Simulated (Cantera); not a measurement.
An adiabatic, constant-pressure homogeneous reactor starts with CH4 : H2 : O2 : N2 = 1 : 0.26 : 4.73 : 17.8 (molar parts), at 1275 K and 1400000 Pa. Integrator tolerance rtol = 1e-08.

Computed with Cantera and GRI-Mech 3.0 (53 species, 325 reactions). The pressure lies above the range GRI-Mech 3.0 was tuned for (to about 10 atm).

```tsv
quantity	before	after
time of steepest temperature rise	0.262 ms	16.8 µs
temperature at 5.00 s	2208 K	2513 K
equilibrium temperature	2208 K	2513 K
x(CH4) at 5.00 s	<1e-12 (gas-phase equilibrium <1e-12)	<1e-12 (gas-phase equilibrium <1e-12)
x(H2) at 5.00 s	9.39e-5 (gas-phase equilibrium 9.39e-5)	0.000492 (gas-phase equilibrium 0.000492)
x(O2) at 5.00 s	0.105 (gas-phase equilibrium 0.105)	0.100 (gas-phase equilibrium 0.100)
x(O) at 5.00 s	0.000248 (gas-phase equilibrium 0.000248)	0.00131 (gas-phase equilibrium 0.00131)
x(C2H) at 5.00 s	<1e-12 (gas-phase equilibrium <1e-12)	<1e-12 (gas-phase equilibrium <1e-12)
x(CH2CO) at 5.00 s	<1e-12 (gas-phase equilibrium <1e-12)	<1e-12 (gas-phase equilibrium <1e-12)
```

Question: Which change was made?
A. initial temperature 1275 to 1050 K
B. constant volume in place of constant pressure
C. initial temperature 1275 to 1300 K
D. initial temperature 1275 to 1650 K

Answer: D, initial temperature 1275 to 1650 K
